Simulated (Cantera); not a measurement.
Feed: 1 mol Pb, 0.34 mol CO, 57 mol N2, held at 900 °C and 0.000290 bar.

Cantera equilibrium calculation (NASA polynomials, part measured and part estimated; ideal gas, pure solids and liquids). Candidate condensed phases: C, Pb, PbO, PbO2, Pb3O4; 27 gas species. Equilibrium is a limit: real reactors are often held back by kinetics, nucleation or transport.

Base state: N2 0.977, Pb 0.0171, CO 0.00583 (mole fractions); condensed: gas only.

**Question.** What changes in the equilibrium state with this change: pressure from 0.000290 bar to 1 atm?

**Answer.** 
```json
[
 {"species": "N2", "before": "0.977", "after": "0.994"},
 {"species": "CO", "before": "0.00583", "after": "0.00593"},
 {"species": "Pb", "before": "0.0171", "after": "0.000417"},
 {"species": "C(graphite), mol", "before": "0", "after": "5.68e-5"},
 {"species": "Pb(l), mol", "before": "0", "after": "0.976"}
]
```

**Question.** What changes in the equilibrium state with this change: 0.059 mol O2 added?

**Answer.** 
| species | before | after |
|---|---|---|
| N2 | 0.977 | 0.977 |
| Pb | 0.0171 | 0.0171 |
| CO | 0.00583 | 0.00381 |
| CO2 | <1e-9 | 0.00202 |
